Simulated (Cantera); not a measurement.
Cantera run:

```python
import numpy as np
import cantera as ct

gas_names = """
    CL CL2 H HCL H2 Si SiCL SiCL2 SiCL3 SiCL4 SiH SiHCL3 SiH2 SiH2CL2 SiH3 SiH3CL SiH4 Si2 Si3
""".split()
cond_names = """
    Si(cr) Si(L)
""".split()


# ... load() reads the species with a 1 bar reference pressure and builds the phases ...
atoms = {
    'SiCl4': {'Si': 1, 'CL': 4},
    'Cl2': {'CL': 2},
    'H2': {'H': 2},
}
top_T = {}  # K; cautious upper limits of use, not melting points


# ... equilibrate(T, P, feed) seeds the gas with the atoms and calls Mixture.equilibrate('TP', solver="vcs", rtol=1e-11, max_steps=5000) ...
results = []
feed = {'SiCl4': 1, 'Cl2': 1.8, 'H2': 5.4}  # mol
P = 26000  # Pa
for T in [748, 798, 848, 898, 948, 998, 1048, 1098, 1148, 1198, 1248, 1298, 1348, 1398]:
    mix = equilibrate(T, P, feed)
    results.append((T, P, feed, dict(zip(mix.species_names, mix.species_moles))))
    x = sorted(zip(gas.X, gas.species_names), reverse=True)
    print(f"T = {T:g} K  P = {P:g} Pa  gas = {mix.phase_moles(0):.4g} mol")
    print("   x: " + "  ".join(f"{s} {v:.3e}" for v, s in x if v > 0.0001))
    print("   condensed (mol): " + ("  ".join(f"{mix.phase(i).name} {mix.phase_moles(i):.4g}"
          for i in range(1, mix.n_phases) if mix.phase_moles(i) > 1e-12) or "none"))
```

Output:

```
T = 748 K  P = 26000 Pa  gas = 8.2 mol
   x: HCL 4.391e-01  H2 4.390e-01  SiCL4 1.219e-01
   condensed (mol): none
T = 798 K  P = 26000 Pa  gas = 8.2 mol
   x: HCL 4.391e-01  H2 4.389e-01  SiCL4 1.218e-01  SiHCL3 1.073e-04
   condensed (mol): none
T = 848 K  P = 26000 Pa  gas = 8.2 mol
   x: HCL 4.392e-01  H2 4.388e-01  SiCL4 1.218e-01  SiHCL3 1.973e-04
   condensed (mol): none
T = 898 K  P = 26000 Pa  gas = 8.2 mol
   x: HCL 4.394e-01  H2 4.387e-01  SiCL4 1.216e-01  SiHCL3 3.379e-04
   condensed (mol): none
T = 948 K  P = 26000 Pa  gas = 8.2 mol
   x: HCL 4.396e-01  H2 4.385e-01  SiCL4 1.214e-01  SiHCL3 5.453e-04
   condensed (mol): none
T = 998 K  P = 26000 Pa  gas = 8.2 mol
   x: HCL 4.399e-01  H2 4.382e-01  SiCL4 1.211e-01  SiHCL3 8.360e-04
   condensed (mol): none
T = 1048 K  P = 26000 Pa  gas = 8.2 mol
   x: HCL 4.403e-01  H2 4.377e-01  SiCL4 1.206e-01  SiHCL3 1.226e-03  SiCL3 1.139e-04
   condensed (mol): none
T = 1098 K  P = 26000 Pa  gas = 8.201 mol
   x: HCL 4.410e-01  H2 4.371e-01  SiCL4 1.199e-01  SiHCL3 1.730e-03  SiCL3 2.807e-04
   condensed (mol): none
T = 1148 K  P = 26000 Pa  gas = 8.203 mol
   x: HCL 4.419e-01  H2 4.361e-01  SiCL4 1.189e-01  SiHCL3 2.353e-03  SiCL3 6.355e-04
   condensed (mol): none
T = 1198 K  P = 26000 Pa  gas = 8.207 mol
   x: HCL 4.434e-01  H2 4.348e-01  SiCL4 1.173e-01  SiHCL3 3.094e-03  SiCL3 1.332e-03  SiCL2 1.337e-04
   condensed (mol): none
T = 1248 K  P = 26000 Pa  gas = 8.214 mol
   x: HCL 4.457e-01  H2 4.326e-01  SiCL4 1.148e-01  SiHCL3 3.924e-03  SiCL3 2.593e-03  SiCL2 4.228e-04
   condensed (mol): none
T = 1298 K  P = 26000 Pa  gas = 8.229 mol
   x: HCL 4.494e-01  H2 4.291e-01  SiCL4 1.108e-01  SiHCL3 4.776e-03  SiCL3 4.695e-03  SiCL2 1.189e-03
   condensed (mol): none
T = 1348 K  P = 26000 Pa  gas = 8.257 mol
   x: HCL 4.554e-01  H2 4.235e-01  SiCL4 1.047e-01  SiCL3 7.862e-03  SiHCL3 5.527e-03  SiCL2 2.964e-03
   condensed (mol): none
T = 1398 K  P = 26000 Pa  gas = 8.304 mol
   x: HCL 4.647e-01  H2 4.149e-01  SiCL4 9.579e-02  SiCL3 1.207e-02  SiCL2 6.502e-03  SiHCL3 6.003e-03
   condensed (mol): none
```

Equilibrium computed with Cantera from the NASA thermochemical tables; the gas is ideal and each condensed phase is pure. The tables' values for SiCl3 are old estimates; treat these amounts as uncertain.
